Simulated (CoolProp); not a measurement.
Saturated liquid density (kg/m³) of R1336mzz(Z): the reference equation beside estimates from Tc = 444.5 K, pc = 2.904 MPa, ω = 0.386.

The numbers come from the reference Helmholtz-energy equation of state, McLinden 2020 in CoolProp.

| T (K) | reference | van der Waals | Redlich-Kwong | Peng-Robinson |
|---|---|---|---|---|
| 315.9 | 1317 | 728.8 | 1054 | 1270 |
| 323.6 | 1296 | 717.3 | 1034 | 1249 |
| 331.2 | 1274 | 705.5 | 1013 | 1226 |
| 338.8 | 1252 | 693.2 | 990.7 | 1203 |
| 346.5 | 1228 | 680.3 | 967.5 | 1177 |
| 354.1 | 1204 | 667.0 | 943.6 | 1150 |
| 361.7 | 1179 | 653.1 | 918.5 | 1122 |
| 369.4 | 1152 | 638.3 | 891.8 | 1091 |
| 377 | 1125 | 622.9 | 864.0 | 1058 |

Absolute difference from the reference over all 9 rows, mean and median: van der Waals 44.6 and 44.6 %, Redlich-Kwong 21.4 and 21.2 %, Peng-Robinson 4.4 and 4.2 %.
